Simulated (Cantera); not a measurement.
An isothermal, constant-pressure homogeneous reactor starts with C2H6 : N2 = 1 : 91 (molar parts), at 1748 K and 20.0 Torr. Integrator tolerance rtol = 1e-08.

Cantera simulation using GRI-Mech 3.0 (53 species, 325 reactions); the numbers are that mechanism's predictions, not measurements. GRI-Mech 3.0 stops at C3 and has no aromatics, soot or wall deposition, so with more carbon than oxygen in the feed, carbon stays in small species such as C2H2 where larger ones or solid carbon would form. Radical loss at walls, strong at low pressure, is not modelled.

Task: What does this change do: C2H6 1 to 0.25 parts?

Result: 
```
quantity                                             before                                     after
-----------------  ----------------------------------------  ----------------------------------------
x(C2H6) at 4.00 s   1.14e-10 (gas-phase equilibrium <1e-12)     <1e-12 (gas-phase equilibrium <1e-12)
x(C2H2) at 4.00 s    0.0106 (gas-phase equilibrium 0.00107)   0.00266 (gas-phase equilibrium 7.96e-5)
x(C2H4) at 4.00 s   2.14e-7 (gas-phase equilibrium 2.04e-8)  1.30e-8 (gas-phase equilibrium 3.86e-10)
x(HCN) at 4.00 s     9.28e-5 (gas-phase equilibrium 0.0191)  0.000120 (gas-phase equilibrium 0.00529)
x(CH4) at 4.00 s    2.21e-5 (gas-phase equilibrium 2.31e-7)   5.37e-7 (gas-phase equilibrium 8.11e-9)
x(CH2) at 4.00 s   3.63e-8 (gas-phase equilibrium 4.73e-10)  3.44e-9 (gas-phase equilibrium 6.50e-11)
x(H2) at 4.00 s       0.0211 (gas-phase equilibrium 0.0212)   0.00540 (gas-phase equilibrium 0.00540)
```

Task: What does this change do: pressure from 20.0 Torr to 0.143 Torr?

Result: 
```
quantity                                             before                                     after
-----------------  ----------------------------------------  ----------------------------------------
x(C2H6) at 4.00 s   1.14e-10 (gas-phase equilibrium <1e-12)    2.93e-9 (gas-phase equilibrium <1e-12)
x(C2H2) at 4.00 s    0.0106 (gas-phase equilibrium 0.00107)    0.0103 (gas-phase equilibrium 0.00107)
x(C2H4) at 4.00 s   2.14e-7 (gas-phase equilibrium 2.04e-8)  9.98e-6 (gas-phase equilibrium 1.38e-10)
x(HCN) at 4.00 s     9.28e-5 (gas-phase equilibrium 0.0191)    8.11e-5 (gas-phase equilibrium 0.0191)
x(CH4) at 4.00 s    2.21e-5 (gas-phase equilibrium 2.31e-7)  0.000414 (gas-phase equilibrium 1.52e-9)
x(CH2) at 4.00 s   3.63e-8 (gas-phase equilibrium 4.73e-10)  1.79e-6 (gas-phase equilibrium 4.60e-10)
x(H2) at 4.00 s       0.0211 (gas-phase equilibrium 0.0212)     0.0204 (gas-phase equilibrium 0.0201)
```

Task: What does this change do: 0.41 parts H2O added?

Result: 
```csv
quantity,before,after
x(C2H6) at 4.00 s,1.14e-10 (gas-phase equilibrium <1e-12),5.31e-9 (gas-phase equilibrium <1e-12)
x(C2H2) at 4.00 s,0.0106 (gas-phase equilibrium 0.00107),0.00924 (gas-phase equilibrium 0.000699)
x(C2H4) at 4.00 s,2.14e-7 (gas-phase equilibrium 2.04e-8),7.78e-7 (gas-phase equilibrium 1.72e-8)
x(HCN) at 4.00 s,9.28e-5 (gas-phase equilibrium 0.0191),0.000131 (gas-phase equilibrium 0.0154)
x(CH4) at 4.00 s,2.21e-5 (gas-phase equilibrium 2.31e-7),0.000172 (gas-phase equilibrium 2.75e-7)
x(CH2) at 4.00 s,3.63e-8 (gas-phase equilibrium 4.73e-10),2.23e-7 (gas-phase equilibrium 4.34e-10)
x(H2) at 4.00 s,0.0211 (gas-phase equilibrium 0.0212),0.0243 (gas-phase equilibrium 0.0275)
```
